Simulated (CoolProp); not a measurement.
Saturation properties of R134a.

Computed with CoolProp (reference Helmholtz-energy equation of state, Tillner-Roth 1994).

```tsv
T (°C)	p (kPa)	liquid density (kg/m³)	vapour density (kg/m³)	enthalpy of vaporisation (kJ/kg)	liquid cp (kJ/(kg K))	liquid conductivity (mW/(m K))
0.25	295.5	1294	14.55	198.4	1.342	91.9
9.75	411.2	1262	20.06	190.9	1.370	87.7
19.35	560.3	1228	27.23	182.9	1.402	83.6
28.85	745.1	1192	36.28	174.2	1.441	79.5
38.45	975.0	1153	47.93	164.6	1.490	75.4
47.95	1251	1112	62.60	154.2	1.551	71.3
57.55	1586	1066	81.66	142.4	1.634	67.2
67.05	1981	1014	106.3	129.0	1.754	63.0
76.65	2450	952.7	140.2	112.9	1.956	58.7
```

It boils at -26.1 °C under 1 atm.

Thermal conductivity comes from a separate model (McLinden 2000), an estimate that may be off by 10 % or more.
